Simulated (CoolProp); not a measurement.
Values from CoolProp's reference Helmholtz-energy equation of state, Lemmon 2022.

**Question.** For R1234yf, give the phase and the Joule-Thomson coefficient (K/MPa), viscosity (µPa s) at 410 K and 3720 kPa.

**Answer.** 
- 410 K and 3720 kPa: supercritical; Joule-Thomson coefficient 9.07, viscosity 19.5

Viscosity comes from a separate model (Bell 2016), an estimate that may be off by 10 % or more.
